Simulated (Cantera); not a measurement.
Cantera run:

```python
import numpy as np
import cantera as ct

gas_names = """
    CL CL2 H HCL H2 N NH NH2 NH3 N2 N2H2 N2H4 Si SiCL SiCL2 SiCL3 SiCL4 SiH SiHCL3 SiH2 SiH2CL2 SiH3
    SiH3CL SiH4 SiN Si2 Si2N Si3
""".split()
cond_names = """
    NH4CL(a) NH4CL(b) Si(cr) Si(L) Si3N4(a)
""".split()


# ... load() reads the species with a 1 bar reference pressure and builds the phases ...
atoms = {
    'SiH2Cl2': {'Si': 1, 'H': 2, 'CL': 2},
    'HCl': {'H': 1, 'CL': 1},
    'N2': {'N': 2},
}
top_T = {'Si3N4(a)': 2400}  # K; cautious upper limits of use, not melting points


# ... equilibrate(T, P, feed) seeds the gas with the atoms and calls Mixture.equilibrate('TP', solver="vcs", rtol=1e-11, max_steps=5000) ...
results = []
T = 1400  # K
P = 140000  # Pa
for m in [6.4, 8.7, 12, 16, 22, 30, 41, 56, 76, 100, 140, 190, 260]:
    feed = {'SiH2Cl2': 1, 'HCl': 0.033, 'N2': m}  # mol
    mix = equilibrate(T, P, feed)
    results.append((T, P, feed, dict(zip(mix.species_names, mix.species_moles))))

top = {s: max(r[3][s] / sum(r[3][g] for g in gas_names) for r in results) for s in gas_names}
cols = sorted((s for s in top if top[s] > 0.0001), key=lambda s: -top[s])[:6]
seen = [c for c in cond_names if any(r[3].get(c, 0) > 1e-12 for r in results)]
print("log10 of partial pressures in bar; condensed amounts in mol")
print(f"{'n(N2)':>10s}" + "".join(f"{s[:9]:>10s}" for s in cols + seen))
for T, P, feed, n in results:
    ng = sum(n[g] for g in gas_names)
    print(f"{feed['N2']:10.4g}" + "".join(f"{np.log10(max(n[s] / ng * P / 1e5, 1e-99)):10.3f}" for s in cols)
          + "".join(f"{n.get(c, 0):10.4g}" for c in seen))
```

Result:

```
log10 of partial pressures in bar; condensed amounts in mol
     n(N2)        N2       HCL        H2     SiCL4     SiCL3    SiHCL3  Si3N4(a)
       6.4     0.029    -0.665    -1.118    -1.447    -2.665    -3.050    0.2611
       8.7     0.058    -0.763    -1.255    -1.585    -2.774    -3.226    0.2648
        12     0.081    -0.871    -1.404    -1.735    -2.890    -3.418    0.2685
        16     0.097    -0.972    -1.541    -1.875    -2.998    -3.594    0.2718
        22     0.110    -1.088    -1.697    -2.033    -3.119    -3.793    0.2753
        30     0.119    -1.203    -1.852    -2.191    -3.239    -3.990    0.2786
        41     0.126    -1.322    -2.011    -2.354    -3.362    -4.192    0.2818
        56     0.131    -1.442    -2.171    -2.518    -3.486    -4.397    0.2849
        76     0.135    -1.562    -2.330    -2.682    -3.609    -4.600    0.2878
       100     0.138    -1.671    -2.474    -2.830    -3.721    -4.783    0.2902
       140     0.140    -1.805    -2.651    -3.015    -3.860    -5.011     0.293
       190     0.142    -1.928    -2.813    -3.185    -3.987    -5.220    0.2954
       260     0.143    -2.056    -2.980    -3.361    -4.120    -5.435    0.2978
```

Method: chemical equilibrium by Gibbs-energy minimisation in Cantera with the NASA 1993 tables (ideal gas, pure condensed phases). N2 is the only nitrogen source here; it is nearly inert below about 1500 K, so the nitride shown seldom forms there in practice. The tables' values for SiCl3 are old estimates; treat these amounts as uncertain.
